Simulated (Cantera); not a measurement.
Feed: 1 mol SiCl4, 21 mol N2, 7.9 mol H2, held at 54.0 mbar.

Equilibrium computed with Cantera from the NASA thermochemical tables; the gas is ideal and each condensed phase is pure. Candidate condensed phases: NH4Cl, Si, Si3N4; 28 gas species. The tables' values for SiCl3 are old estimates; treat these amounts as uncertain. Rates play no part. All values below are at 1650 K.

Base state: N2 0.676, H2 0.207, HCl 0.103, SiCl2 0.0129, SiCl3 0.000701, H 0.000178, SiCl4 8.39e-5, Cl 6.92e-5 (mole fractions); condensed: Si3N4(s).

Task: What changes in the equilibrium state with this change: pressure from 54.0 mbar to 16.0 Pa?

Result: 
| species | before | after |
|---|---|---|
| N2 | 0.676 | 0.678 |
| H2 | 0.207 | 0.220 |
| HCl | 0.103 | 0.0655 |
| SiCl2 | 0.0129 | 0.0311 |
| Si | 3.52e-7 | 0.000752 |
| SiCl4 | 8.39e-5 | 2.30e-7 |
| SiHCl3 | 2.84e-5 | 1.30e-7 |
| Si3N4(s), mol | 0.194 | 0 |
The tables' values for SiCl, SiCl3 are old estimates; treat these amounts as uncertain.
